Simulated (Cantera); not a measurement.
An isothermal, constant-pressure homogeneous reactor starts with CH4 : O2 : N2 = 0.012 : 0.0067 : 1 (molar parts), at 1325 K and 5.10 bar.

Computed with Cantera and GRI-Mech 3.0 (53 species, 325 reactions).

Question: Predict: x(CH4) at 300 s; x(CO) at 300 s; x(C2H4) at 300 s; x(HCN) at 300 s.

Answer: x(CH4) at 300 s: 0.00199 (gas-phase equilibrium 1.41e-7)
x(CO) at 300 s: 0.00485 (gas-phase equilibrium 0.0113)
x(C2H4) at 300 s: 0.000195 (gas-phase equilibrium <1e-12)
x(HCN) at 300 s: 2.68e-9 (gas-phase equilibrium 4.77e-7)
